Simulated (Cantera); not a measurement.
A Cantera script and its output.

```python
import numpy as np
import cantera as ct

gas = ct.Solution("gri30.yaml")
gas.TPX = 1150, 130000, {'CH4': 1, 'O2': 1.18, 'N2': 12.9}
reactor = ct.IdealGasConstPressureReactor(gas, energy="on", clone=False)
net = ct.ReactorNet([reactor])
net.rtol, net.atol = 1e-08, 1e-16
show = ['CH4', 'O2', 'HCO', 'HCN', 'C2H', 'CH3']
times = np.geomspace(2e-06, 1, 13)

steps = ct.SolutionArray(gas, extra=["t"])
rows = []
print(f"{'t/s':>10s}{'T/K':>9s}{'P/Pa':>11s}" + "".join(f"{s:>11s}" for s in show))
for t in times:
    while net.time < t:
        t_next = net.step()
        steps.append(gas.state, t=t_next)
    rows.append([np.interp(t, steps.t, y) for y in (steps.T, steps.P, *steps(*show).X.T)])
    print(f"{t:10.3e}{rows[-1][0]:9.1f}{rows[-1][1]:11.4g}" + "".join(f"{x:11.3e}" for x in rows[-1][2:]))
rate = np.gradient(steps.T, steps.t)
print("integrator steps:", len(steps.t))
if steps.T.max() > steps.T[0] + 200:
    print(f"time of steepest temperature rise: {steps.t[rate.argmax()]:.4e} s")
gas.TPX = 1150, 130000, {'CH4': 1, 'O2': 1.18, 'N2': 12.9}
gas.equilibrate("HP")
print(f"equilibrium (HP): T = {gas.T:.1f} K  " + "  ".join(f"{s} {gas[s].X[0]:.3e}" for s in show))
```

Result:

```
       t/s      T/K       P/Pa        CH4         O2        HCO        HCN        C2H        CH3
 2.000e-06   1150.0    1.3e+05  6.631e-02  7.825e-02  1.654e-20  7.883e-28  1.773e-43  2.355e-10
 5.970e-06   1150.0    1.3e+05  6.631e-02  7.825e-02  1.603e-19  7.091e-27  9.244e-41  7.080e-10
 1.782e-05   1150.0    1.3e+05  6.631e-02  7.825e-02  1.482e-18  6.373e-26  2.769e-38  2.128e-09
 5.318e-05   1150.0    1.3e+05  6.631e-02  7.825e-02  1.356e-17  5.743e-25  8.171e-36  6.424e-09
 1.587e-04   1150.0    1.3e+05  6.631e-02  7.825e-02  1.265e-16  5.249e-24  2.610e-33  1.982e-08
 4.738e-04   1150.0    1.3e+05  6.631e-02  7.825e-02  1.284e-15  5.055e-23  1.007e-30  6.618e-08
 1.414e-03   1150.0    1.3e+05  6.631e-02  7.825e-02  1.737e-14  5.886e-22  6.447e-28  2.743e-07
 4.221e-03   1150.0    1.3e+05  6.631e-02  7.825e-02  3.709e-13  9.754e-21  7.766e-25  1.231e-06
 1.260e-02   1150.1    1.3e+05  6.630e-02  7.824e-02  3.469e-12  9.771e-20  1.337e-22  1.999e-06
 3.761e-02   1150.3    1.3e+05  6.624e-02  7.821e-02  1.722e-11  5.369e-19  5.698e-21  2.514e-06
 1.122e-01   1152.0    1.3e+05  6.590e-02  7.798e-02  1.237e-10  6.617e-18  8.028e-19  4.305e-06
 3.350e-01   1807.4    1.3e+05  9.580e-04  4.682e-09  3.539e-09  8.405e-06  2.215e-08  2.964e-05
 1.000e+00   1799.0    1.3e+05  1.495e-05  3.344e-09  2.647e-09  1.728e-06  2.255e-11  3.907e-07
integrator steps: 2298
time of steepest temperature rise: 2.9962e-01 s
equilibrium (HP): T = 1799.0 K  CH4 4.306e-11  O2 3.491e-09  HCO 2.699e-09  HCN 2.396e-08  C2H 2.163e-20  CH3 1.152e-12
```

Detailed kinetics in Cantera: GRI-Mech 3.0 (53 species, 325 reactions).
